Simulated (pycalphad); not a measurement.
## Effect of C content in Ti-C

Computed with pycalphad from the COST 507 light-alloy database (1999), at 1 atm. These are 1990s assessments: newer ones move some temperatures and phases. Phase fractions are per mole of atoms.

```tsv
alloy	liquidus (K)	first solid	solidus (K)	phases at 1250 K
Ti-0.1057C (wt.%)	1940	bcc	1939	bcc 1.00
Ti-0.1411C (wt.%)	1939	bcc	1939	bcc 1.00, fcc under 0.01
Ti-0.2834C (wt.%)	?	bcc	?	?
Ti-0.4269C (wt.%)	1934	bcc	1932	bcc 0.96, fcc 0.04
Ti-0.5717C (wt.%)	1931	bcc	1928	bcc 0.95, fcc 0.05
```

Question: Fill in the missing entries.

Answer: 
- Ti-0.2834C (wt.%), liquidus (K): 1937
- Ti-0.2834C (wt.%), solidus (K): 1936
- Ti-0.2834C (wt.%), phases at 1250 K: bcc 0.98, fcc 0.02

The fcc model also describes the rock-salt carbide or nitride (TiC, TiN, HfC).
